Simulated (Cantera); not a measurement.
An isothermal, constant-pressure homogeneous reactor starts with CH₄ : N₂ = 1 : 150 (molar parts), at 1423 K and 1.00 bar.

Detailed kinetics in Cantera: GRI-Mech 3.0 (53 species, 325 reactions). GRI-Mech 3.0 stops at C3 and has no aromatics, soot or wall deposition, so with more carbon than oxygen in the feed, carbon stays in small species such as C2H2 where larger ones or solid carbon would form.

x: mole fraction; the columns are a selection and need not sum to one.

```
t (s)        x CH₄     x HCN     x CH₂     x CH₃    x C₂H₄
--------  --------  --------  --------  --------  --------
1.00e-6    0.00662    <1e-12    <1e-12  3.48e-10    <1e-12
5.76e-6    0.00662    <1e-12    <1e-12   2.38e-9    <1e-12
3.31e-5    0.00662    <1e-12    <1e-12   1.89e-8    <1e-12
0.000191   0.00662    <1e-12    <1e-12   1.23e-7  2.55e-12
0.00110    0.00662    <1e-12  3.31e-12   7.17e-7  5.31e-10
0.00632    0.00662    <1e-12  6.08e-11   3.26e-6         …
0.0364     0.00659  1.17e-12  3.65e-10   8.19e-6         …
0.210      0.00632  7.02e-11   1.18e-9   1.47e-5         …
1.21       0.00516   1.32e-9  5.72e-10   9.08e-6         …
6.95       0.00292   7.58e-9  2.17e-10   4.16e-6         …
40.0      0.000853   2.35e-8  5.77e-11   1.15e-6         …
```

Problem. Fill in the missing entries.

Solution. 
- 0.00632, x C₂H₄: 7.65e-8
- 0.0364, x C₂H₄: 3.69e-6
- 0.210, x C₂H₄: 8.18e-5
- 1.21, x C₂H₄: 7.15e-5
- 6.95, x C₂H₄: 1.92e-5
- 40.0, x C₂H₄: 1.64e-5
